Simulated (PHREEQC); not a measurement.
## Copper plating or etch bath

Make-up at 25 °C: 0.21 mol CuSO4, 0.053 mol HBF4 and 0.0058 mol NaCl per kg of water. Closed to the air; pH follows from the charge balance.

Equilibrium calculation in PHREEQC: ion-association model, wateq4f.dat.

Each row changes one thing in this solution. Precipitation was switched off in this run.

| case | pH | ionic strength (mol/kgw) | Cu+2 (mol/kgw) | CuSO4 (mol/kgw) | SO4-2 (mol/kgw) | BF4- (mol/kgw) | SI of Chalcanthite (CuSO4:5H2O) | SI of CuF2:2H2O (CuF2:2H2O) |
|---|---|---|---|---|---|---|---|---|
| as made | 1.86 | 0.450 | 0.115 | 0.0943 | 0.0808 | 0.0490 | -0.67 | -3.73 |
| HBF4 from 0.053 to 0.0795 mol/kgw | 1.65 | 0.475 | 0.122 | 0.0870 | 0.0732 | 0.0747 | -0.70 | -3.97 |
| diluted 10-fold with water | 2.53 | 0.0580 | ___ | 0.00697 | 0.0121 | 0.00371 | -1.82 | -3.78 |
| temperature from 25 to 55 °C | 2.06 | 0.438 | 0.115 | 0.0937 | 0.0754 | 0.0474 | -0.85 | -3.26 |
| temperature from 25 to 90 °C | 2.38 | 0.437 | 0.116 | 0.0899 | 0.0735 | 0.0443 | -1.04 | -2.65 |
| diluted 2-fold with water | 2.06 | 0.240 | 0.0600 | 0.0446 | ___ | 0.0235 | -1.00 | -3.75 |
| diluted 5-fold with water | 2.32 | 0.106 | 0.0259 | 0.0159 | 0.0214 | 0.00852 | -1.46 | -3.76 |
| NaCl from 0.0058 to 0.058 mol/kgw | 1.86 | 0.509 | 0.117 | 0.0887 | 0.0825 | 0.0490 | -0.69 | -3.75 |

### Question
Some entries are withheld; supply them.

### Answer

- diluted 10-fold with water, Cu+2 (mol/kgw): 0.0139
- diluted 2-fold with water, SO4-2 (mol/kgw): 0.0454

Away from 25 °C the constants follow the database's enthalpies or fits; those with neither stay at their 25 °C values. Real BF4- forms and hydrolyses slowly; the run takes it at equilibrium.
